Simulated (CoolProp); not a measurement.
Vapour-liquid equilibrium of cyclohexane (1) + n-heptane (2) at 0.658 MPa; x and y are mole fractions of (1).

Computed with CoolProp (multi-fluid Helmholtz-energy mixture model, Zhou 2014 and Span 2003; pair parameters Bell 2016).

```
x     bubble temperature (K)  y at the bubble point  dew temperature at overall composition x (K)  liquid density (mol/L)
----  ----------------------  ---------------------  --------------------------------------------  ----------------------
0.05                   450.0                  0.065                                         450.2                   5.350
0.2               (withheld)                  0.250                                         447.6              (withheld)
0.35              (withheld)                  0.420                                         444.9              (withheld)
0.5                    440.7                  0.574                                         442.1                   6.242
0.65                   437.9                  0.714                                         439.2                   6.588
0.8                    435.3                  0.843                                         436.1              (withheld)
0.95                   432.8             (withheld)                                         433.1              (withheld)
```

Q: What belongs in the gaps?

A: 
- 0.2, bubble temperature (K): 446.7
- 0.2, liquid density (mol/L): 5.626
- 0.35, bubble temperature (K): 443.6
- 0.35, liquid density (mol/L): 5.922
- 0.8, liquid density (mol/L): 6.964
- 0.95, y at the bubble point: 0.962
- 0.95, liquid density (mol/L): 7.375

No azeotrope shows between x = 0.05 and 0.95.

Pair parameters are fitted to limited data, so mixtures are less certain than the pure fluids.
